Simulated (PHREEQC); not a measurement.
Dissolve 0.35 mmol/kgw H2S and 140 mmol/kgw ZnCl2 at 40 °C. Closed to the air; pH follows from the charge balance.

Computed with PHREEQC (ion-association model, phreeqc.dat).

This is a speciation only: nothing precipitates in the calculation.

**Question.** Estimate the pH.

**Answer.** pH 3.57.

**Question.** In which forms is Cl present?

**Answer.** Cl- 85 %, ZnCl+ 11 %, ZnCl2 2.4 %, ZnCl3- 1.1 % of the Cl.

Examples of supersaturated solids here: Sphalerite (slow to form). Others may be too. Away from 25 °C the constants follow the database's enthalpies or fits; those with neither stay at their 25 °C values.
